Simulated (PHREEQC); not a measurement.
Acid rinse or clean: an equilibrium model

Consider water at 25 °C with 23 mmol/kgw HNO3, 44 mmol/kgw FeCl3 and 24 mmol/kgw MgCl2. Closed to the air; pH follows from the charge balance.

The numbers come from PHREEQC with the ion-association model, phreeqc.dat.

No solid was allowed to form.

Task: What pH does the model give?

Result: pH 1.67.

Task: In which forms is Fe present?

Result: FeCl+2 47 %, Fe+3 35 %, FeCl2+ 8.3 %, Fe2(OH)2+4 4.6 %, FeOH+2 4.5 % of the Fe.

Examples of supersaturated solids here: Hematite (slow to form), Goethite (slow to form). Others may be too.
